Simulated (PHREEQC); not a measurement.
0.012 g of hydrous ferric oxide (600 m²/g; 0.2 weak and 0.005 strong sites per Fe, Dzombak-Morel constants, diffuse double layer) in 1 kg of water with 0.01 mol/kgw of an inert sodium salt, at 25 °C; the pH is set by adding NaOH or the inert anion's acid. Oxygen is held at 0.21 atm. The system is closed to CO2. No solid was allowed to form.

The numbers come from PHREEQC with the ion-association model, wateq4f.dat.

| pH | surface charge σ (C/m²) | surface potential ψ (mV) |
|---|---|---|
| 3 | 0.324 | 203 |
| 3.5 | 0.274 | 197 |
| 4 | 0.216 | 185 |
| 4.5 | 0.160 | 170 |
| 5 | 0.113 | 152 |
| 5.5 | 0.077 | 132 |
| 6 | 0.049 | 110 |
| 6.5 | 0.030 | 86 |
| 7 | 0.017 | 61 |
| 7.5 | 0.008 | 34 |
| 8 | 0.001 | 6 |
| 8.5 | -0.005 | -22 |
| 9 | -0.013 | -49 |
| 9.5 | -0.024 | -75 |
| 10 | -0.040 | -100 |
| 10.5 | -0.064 | -123 |
| 11 | -0.099 | -143 |

Complexes and solids missing from the database can't appear. The oxide is taken as insoluble; below pH 4 it would dissolve.
